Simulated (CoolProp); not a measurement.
Vapour-liquid equilibrium of propane (1) + isopentane (2) at 343.7 K; x and y are mole fractions of (1).

The numbers come from the multi-fluid Helmholtz-energy mixture model, Lemmon 2009 and Lemmon 2006; pair parameters Kunz 2012 in CoolProp.

**Question.** Give the bubble pressure and the first vapour's composition at x = 0.05, 0.2, 0.35. Is there an azeotrope?

**Answer.** x = 0.05: 0.4710 MPa, y = 0.244; x = 0.2: 0.7843 MPa, y = 0.577; x = 0.35: 1.089 MPa, y = 0.725. No azeotrope shows between x = 0.05 and 0.95.

Pair parameters are fitted to limited data, so mixtures are less certain than the pure fluids.
